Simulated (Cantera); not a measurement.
A perfectly stirred reactor is fed with C3H8 : O2 : N2 : H2 = 1 : 4.17 : 15.7 : 0.69 (molar parts), equivalence ratio 1.3, at 750 Torr; it is adiabatic with a 525 K inlet, and is followed from long to short residence time, starting on the burning branch (τ in s: 0.025, 0.012, 0.0054, 0.0025, 0.0012, 0.00054, 0.00025, 0.00011, 5.3e-05, 2.5e-05, 1.1e-05).

Detailed kinetics in Cantera: GRI-Mech 3.0 (53 species, 325 reactions). GRI-Mech 3.0 was tuned for natural gas; its chemistry of propane as a main component is partial and can be far from experiment.

Problem. Predict: blow-out, bracketed by the residence times tried; x(C3H8) at τ = 25.0 ms; x(O2) at τ = 25.0 ms; x(CH4) at τ = 25.0 ms; x(C2H6) at τ = 25.0 ms; x(N2O) at τ = 25.0 ms; x(C3H8) at τ = 0.540 ms; x(O2) at τ = 0.540 ms; x(CH4) at τ = 0.540 ms; x(C2H6) at τ = 0.540 ms; x(N2O) at τ = 0.540 ms.

Solution. 
| Item | Result |
|---|---|
| blow-out, bracketed by the residence times tried | burning at 53.0 µs, out at 25.0 µs |
| x(C3H8) at τ = 25.0 ms | 4.55e-7 |
| x(O2) at τ = 25.0 ms | 0.000601 |
| x(CH4) at τ = 25.0 ms | 3.91e-6 |
| x(C2H6) at τ = 25.0 ms | 4.92e-9 |
| x(N2O) at τ = 25.0 ms | 3.09e-8 |
| x(C3H8) at τ = 0.540 ms | 1.14e-5 |
| x(O2) at τ = 0.540 ms | 0.00433 |
| x(CH4) at τ = 0.540 ms | 2.53e-5 |
| x(C2H6) at τ = 0.540 ms | 1.00e-7 |
| x(N2O) at τ = 0.540 ms | 4.68e-8 |
